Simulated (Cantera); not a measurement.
Cantera run:

```python
import numpy as np
import cantera as ct

gas_names = """
    C CH CH2 CH3 CH2OH CH3O CH4 CH3OH CO CO2 COOH C2 C2H CHCO,ketyl C2H2,acetylene C2H2,vinylidene
    CH2CO,ketene C2H3,vinyl CH3CO,acetyl C2H4 C2H4O,ethylen CH3CHO,ethanal CH3COOH (HCOOH)2 C2H5 C2H6
    CH3OCH3 C2H5OH C2O C3 C3H3,propargyl C3H4,allene C3H4,propyne C3H4,cyclo- C3H5,allyl C3H6,propylene
    C3H6,cyclo- C3H6O C3H7,n-propyl C3H7,i-propyl C3H8 C3H8O,1propanol C3H8O,2propanol C3O2 C4 C4H2
    C4H4,1,3-cyclo- C4H6,butadiene C4H6,2-butyne C4H6,cyclo- C4H8,1-butene C4H8,cis2-buten
    C4H8,tr2-butene C4H8,isobutene C4H8,cyclo- (CH3COOH)2 C4H9,n-butyl C4H9,i-butyl C4H9,s-butyl
    C4H9,t-butyl C4H10,isobutane C4H10,n-butane C5 C5H6,1,3cyclo- C5H8,cyclo- C5H10,1-pentene
    C5H10,cyclo- C5H11,pentyl C5H11,t-pentyl C5H12,n-pentane C5H12,i-pentane CH3C(CH3)2CH3 C6H2
    C6H5,phenyl C6H5O,phenoxy C6H6 C6H5OH,phenol C6H10,cyclo- C6H12,1-hexene C6H12,cyclo- C6H13,n-hexyl
    C7H7,benzyl C7H8 C7H8O,cresol C7H14,1-heptene C7H15,n-heptyl C7H16,n-heptane C8H8,styrene
    C8H10,ethylbenz C8H16,1-octene C8H17,n-octyl C8H18,isooctane C8H18,n-octane C9H19,n-nonyl
    C10H8,naphthale C10H21,n-decyl C12H9,o-bipheny C12H10,bipheny H HCO HO2 H2 HCHO,formaldehy HCOOH H2O
    H2O2 O OH O2 O3
""".split()
cond_names = """
    C(gr) C6H6(L) C7H8(L) C8H18(L),n-octa H2O(s) H2O(L)
""".split()


def load(file, names, dense=False):
    # The tables refer to 1 bar. Condensed volumes are neglected.
    table = {s.name: s for s in ct.Species.list_from_file(file)}
    out = []
    for n in names:
        d = dict(table[n].input_data)
        d["thermo"] = dict(d["thermo"], **{"reference-pressure": 1e5})
        if dense:
            d["equation-of-state"] = {"model": "constant-volume", "density": "1e6 g/cm^3"}
        out.append(ct.Species.from_dict(d))
    return out


gas = ct.Solution(thermo="ideal-gas", species=load("nasa_gas.yaml", gas_names))
cond = {s.name: ct.Solution(thermo="fixed-stoichiometry", species=[s], name=s.name)
        for s in load("nasa_condensed.yaml", cond_names, dense=True)}
atoms = {
    'C3H8': {'C': 3, 'H': 8},
    'CO2': {'C': 1, 'O': 2},
}
top_T = {'C(gr)': 4500}  # K; cautious upper limits of use, not melting points


def equilibrate(T, P, feed):
    n = {}
    for name, mol in feed.items():
        for a, k in atoms[name].items():
            n[a] = n.get(a, 0.0) + k * mol
    gas.TPX = T, P, n
    mass = sum(n.values()) * gas.mean_molecular_weight
    gas.equilibrate("TP")
    valid = [c for c in cond.values() if c.min_temp <= T <= top_T.get(c.name, c.max_temp)]
    mix = ct.Mixture([(gas, mass / gas.mean_molecular_weight)] + [(c, 0.0) for c in valid])
    mix.T, mix.P = T, P
    mix.equilibrate("TP", solver="vcs", rtol=1e-11, max_steps=5000)
    return mix


results = []
feed = {'C3H8': 1, 'CO2': 0.14}  # mol
P = 3600000  # Pa
for T in [2023, 2123, 2223, 2323, 2423, 2523, 2623, 2723]:
    mix = equilibrate(T, P, feed)
    results.append((T, P, feed, dict(zip(mix.species_names, mix.species_moles))))

top = {s: max(r[3][s] / sum(r[3][g] for g in gas_names) for r in results) for s in gas_names}
cols = sorted((s for s in top if top[s] > 0.0001), key=lambda s: -top[s])[:9]
seen = [c for c in cond_names if any(r[3].get(c, 0) > 1e-12 for r in results)]
print("log10 of partial pressures in bar; condensed amounts in mol")
print(f"{'T/K':>10s}" + "".join(f"{s[:9]:>10s}" for s in cols + seen))
for T, P, feed, n in results:
    ng = sum(n[g] for g in gas_names)
    print(f"{T:10.4g}" + "".join(f"{np.log10(max(n[s] / ng * P / 1e5, 1e-99)):10.3f}" for s in cols)
          + "".join(f"{n.get(c, 0):10.4g}" for c in seen))
```

Output:

```
log10 of partial pressures in bar; condensed amounts in mol
       T/K        H2        CO C2H2,acet       CH4         H       CH3      C2H4      C4H2       H2O     C(gr)
      2023     1.520     0.376    -1.529    -0.358    -1.961    -2.544    -2.235    -4.973    -2.074     2.801
      2123     1.521     0.375    -1.260    -0.463    -1.685    -2.381    -2.192    -4.433    -2.235     2.805
      2223     1.521     0.374    -1.016    -0.559    -1.433    -2.233    -2.153    -3.943    -2.380     2.803
      2323     1.521     0.374    -0.794    -0.647    -1.203    -2.099    -2.119    -3.497    -2.514     2.793
      2423     1.519     0.373    -0.592    -0.729    -0.992    -1.977    -2.089    -3.089    -2.636     2.774
      2523     1.517     0.373    -0.407    -0.805    -0.797    -1.867    -2.063    -2.715    -2.749     2.743
      2623     1.514     0.372    -0.238    -0.878    -0.619    -1.768    -2.042    -2.371    -2.854       2.7
      2723     1.509     0.371    -0.082    -0.947    -0.453    -1.678    -2.026    -2.056    -2.952     2.639
```

Method: chemical equilibrium by Gibbs-energy minimisation in Cantera with the NASA 1993 tables (ideal gas, pure condensed phases). The ideal-gas law is rough above about 30 bar.
